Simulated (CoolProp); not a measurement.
Vapour-liquid equilibrium of ethanol (1) + dimethyl carbonate (2) at 0.174 MPa; x and y are mole fractions of (1).

Computed with CoolProp (multi-fluid Helmholtz-energy mixture model, Schroeder 2014 and Zhou 2011; pair parameters Bell 2016).

| x | bubble temperature, mixture model (K) | bubble temperature, Raoult's law (K) | y, mixture model | y, Raoult's law |
|---|---|---|---|---|
| 0.05 | 376.5 | 380.1 | 0.163 | 0.081 |
| 0.2 | ___ | 376.9 | 0.417 | 0.293 |
| 0.35 | ___ | 374.3 | 0.538 | 0.469 |
| 0.5 | ___ | 372.0 | 0.614 | 0.619 |
| 0.65 | ___ | 369.9 | ___ | 0.749 |
| 0.8 | ___ | 368.1 | 0.765 | 0.864 |
| 0.95 | 364.8 | 366.5 | ___ | 0.968 |

### Question
Fill in the missing entries.

### Answer

- 0.2, bubble temperature, mixture model (K): 368.8
- 0.35, bubble temperature, mixture model (K): 365.3
- 0.5, bubble temperature, mixture model (K): 363.8
- 0.65, bubble temperature, mixture model (K): 363.1
- 0.65, y, mixture model: 0.681
- 0.8, bubble temperature, mixture model (K): 363.2
- 0.95, y, mixture model: 0.916

The largest gap from Raoult's law is -9.0 K in bubble temperature, at x = 0.35. y crosses x between x = 0.65 and 0.8: the model has an azeotrope there.

The pair parameters rest on a limited set of measurements; away from them the model extrapolates.
